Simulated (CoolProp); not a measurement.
Saturation properties of chloromethane (R40).

Model: reference Helmholtz-energy equation of state, Thol 2014, in CoolProp.

```tsv
T (°C)	p (kPa)	liquid density (kg/m³)	vapour density (kg/m³)	enthalpy of vaporisation (kJ/kg)	liquid cp (kJ/(kg K))	surface tension (mN/m)
-14.45	150.7	986.6	3.708	418.3	1.580	21.9
-3.85	225.8	967.4	5.415	407.0	1.584	20.1
6.75	326.9	947.6	7.673	395.3	1.595	18.3
17.35	459.2	927.1	10.60	383.1	1.611	16.6
27.95	628.5	905.8	14.32	370.2	1.634	14.9
38.55	840.4	883.5	19.00	356.5	1.664	13.3
49.05	1099	860.4	24.76	342.1	1.702	11.7
59.65	1414	835.8	31.95	326.4	1.751	10.1
70.25	1792	809.7	40.83	309.4	1.815	8.55
80.85	2238	781.5	51.80	290.8	1.901	7.06
91.45	2760	750.8	65.47	270.1	2.021	5.62
102.05	3367	716.6	82.71	246.7	2.200	4.25
112.65	4067	677.1	105.0	219.4	2.501	2.96
123.25	4869	628.6	135.3	186.0	3.115	1.76
```

It boils at -24.0 °C under 1 atm.

Surface tension comes from a separate correlation (Mulero 2014).
